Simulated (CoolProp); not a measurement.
Vapour-liquid equilibrium of benzene (1) + n-octane (2) at 0.208 bar; x and y are mole fractions of (1).

Values from CoolProp's multi-fluid Helmholtz-energy mixture model, Thol 2012 and Beckmüller 2019; pair parameters Bell 2016.

```
x     bubble temperature, mixture model (°C)  bubble temperature, Raoult's law (°C)  y, mixture model  y, Raoult's law
----  --------------------------------------  -------------------------------------  ----------------  ---------------
0.05                                     ___                                   72.7             0.228            0.193
0.15                                    62.6                                   65.6             0.516            0.457
0.25                                    56.0                                   59.8               ___            0.624
0.35                                     ___                                   55.1             0.770            0.736
0.45                                    47.6                                   51.0             0.830            0.814
0.55                                     ___                                   47.5             0.873            0.871
0.65                                    42.5                                   44.5             0.905            0.913
0.75                                    40.5                                   41.8             0.933            0.945
0.85                                    38.7                                   39.4               ___            0.971
0.95                                    37.0                                   37.2             0.986            0.991
```

Fill in the missing entries.


- 0.05, bubble temperature, mixture model (°C): 71.5
- 0.25, y, mixture model: 0.675
- 0.35, bubble temperature, mixture model (°C): 51.2
- 0.55, bubble temperature, mixture model (°C): 44.7
- 0.85, y, mixture model: 0.959

The largest gap from Raoult's law is -3.9 K in bubble temperature, at x = 0.35. No azeotrope shows between x = 0.05 and 0.95.

The pair parameters rest on a limited set of measurements; away from them the model extrapolates.
